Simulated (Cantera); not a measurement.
**Ignition delay**

Mixture: CH4 : O2 : N2 = 1 : 2.2 : 8.26 (molar parts), equivalence ratio 0.91, at 1.00 atm, adiabatic and at constant pressure. Ignition delay is the time to a rise of 400 K.

Detailed kinetics in Cantera: GRI-Mech 3.0 (53 species, 325 reactions).

| T0 (K) | delay (ms) |
|---|---|
| 1250 | 21.5 |
| 1325 | 8.05 |
| 1400 | 3.27 |
| 1475 | 1.44 |
| 1550 | 0.696 |
| 1625 | 0.367 |
| 1700 | 0.209 |
| 1775 | 0.127 |
| 1850 | 0.0812 |
| 1925 | 0.0542 |

```json
{
  "apparent activation energy between 1775 and 1925 K": "160 kJ/mol"
}
```
